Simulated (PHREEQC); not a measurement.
0.18 g of hydrous ferric oxide (600 m²/g; 0.2 weak and 0.005 strong sites per Fe, Dzombak-Morel constants, diffuse double layer) in 1 kg of water with 0.1 mol/kgw of an inert sodium salt and 1.9e-05 mol BaCl2 and 5.7e-05 mol PbCl2, at 25 °C; the pH is set by adding NaOH or the inert anion's acid. Oxygen alone is held at its pressure in air (log pO2 = -0.68). CO2 from the air is kept out. Precipitation was switched off in this run.

All values are PHREEQC results (ion-association model, wateq4f.dat), not measurements.

| pH | Ba sorbed (%) | Pb sorbed (%) | surface charge σ (C/m²) | surface potential ψ (mV) |
|---|---|---|---|---|
| 4 | 0.0 | 14.0 | 0.322 | 147 |
| 4.38 | 0.0 | (withheld) | 0.287 | 141 |
| 5.12 | 0.0 | 27.9 | 0.204 | 124 |
| 5.5 | 0.0 | 49.2 | 0.166 | (withheld) |
| 6.25 | 0.0 | 92.4 | (withheld) | 91 |
| 6.62 | 0.0 | 97.9 | 0.080 | 78 |
| 7.38 | 0.0 | 99.9 | (withheld) | 47 |
| 7.75 | 0.0 | 100.0 | (withheld) | (withheld) |
| 8.5 | 0.3 | 100.0 | -0.003 | (withheld) |
| 8.88 | 1.2 | 100.0 | -0.017 | -23 |
| 9.62 | 17.2 | 100.0 | -0.049 | (withheld) |
| 10 | 43.3 | 100.0 | -0.068 | -70 |

**Question.** Fill in the missing entries.

**Answer.** 
- 4.38, Pb sorbed (%): 17.4
- 5.5, surface potential ψ (mV): 113
- 6.25, surface charge σ (C/m²): 0.105
- 7.38, surface charge σ (C/m²): 0.039
- 7.75, surface charge σ (C/m²): 0.024
- 7.75, surface potential ψ (mV): 31
- 8.5, surface potential ψ (mV): -5
- 9.62, surface potential ψ (mV): -56
